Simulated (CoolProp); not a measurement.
R142b along the isobar 46.9 bar: Z from the reference equation and from simpler models built on Tc = 410.3 K, pc = 40.55 bar, ω = 0.232; each cubic takes its own stable root.

The numbers come from the reference Helmholtz-energy equation of state, Lemmon 2006 in CoolProp. It is a short technical equation, of lower accuracy than the large ones.

```
T (K)          phase  reference
-----  -------------  ---------
263.1         liquid     0.1788
286           liquid     0.1717
309           liquid     0.1668
332           liquid     0.1642
355           liquid     0.1644
378           liquid     0.1688
401           liquid     0.1838
424    supercritical     0.4231
447    supercritical     0.6186
470    supercritical     0.7083
```

### Question
How far does each simpler model (van der Waals, Soave-Redlich-Kwong, Peng-Robinson) lie from the reference over these 10 states: mean and median of the absolute difference, and the worst?

### Answer
- van der Waals: mean 44.1 %, median 59.4 %, worst +63.8 % at 263.1 K and 46.9 bar
- Soave-Redlich-Kwong: mean 11.0 %, median 10.6 %, worst +22.7 % at 401 K and 46.9 bar
- Peng-Robinson: mean 2.6 %, median 1.7 %, worst +10.0 % at 401 K and 46.9 bar
